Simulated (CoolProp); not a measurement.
Isobutane along the isobar 1.76 MPa: density (kg/m³) from the reference equation and from simpler models built on Tc = 407.8 K, pc = 3.629 MPa, ω = 0.184; each cubic takes its own stable root.

Computed with CoolProp (reference Helmholtz-energy equation of state, Bücker 2006).

| T (K) | phase | reference |
|---|---|---|
| 211.4 | liquid | 647.8 |
| 230.6 | liquid | 628.5 |
| 249.8 | liquid | 608.5 |
| 269 | liquid | 587.7 |
| 288.2 | liquid | 565.6 |
| 307.5 | liquid | 541.8 |
| 326.7 | liquid | 515.6 |
| 345.9 | liquid | 485.4 |
| 365.1 | liquid | 447.6 |
| 384.3 | gas | 42.47 |
| 403.5 | gas | 38.03 |
| 422.8 | gas | 34.79 |
| 442 | gas | 32.27 |
| 461.2 | gas | 30.20 |
| 480.4 | gas | 28.45 |

Question: How far does each simpler model (van der Waals, Redlich-Kwong, Soave-Redlich-Kwong, Peng-Robinson) lie from the reference over these 15 states: mean and median of the absolute difference, and the worst?

Answer: 
- van der Waals: mean 30.0 %, median 36.8 %, worst -90.1 % at 365.1 K and 1.76 MPa
- Redlich-Kwong: mean 11.1 %, median 7.4 %, worst -89.4 % at 365.1 K and 1.76 MPa
- Soave-Redlich-Kwong: mean 4.7 %, median 5.9 %, worst -12.9 % at 365.1 K and 1.76 MPa
- Peng-Robinson: mean 3.5 %, median 2.1 %, worst +6.2 % at 249.8 K and 1.76 MPa

At some of these states van der Waals, Redlich-Kwong gives the other phase, because its saturation line lies elsewhere.
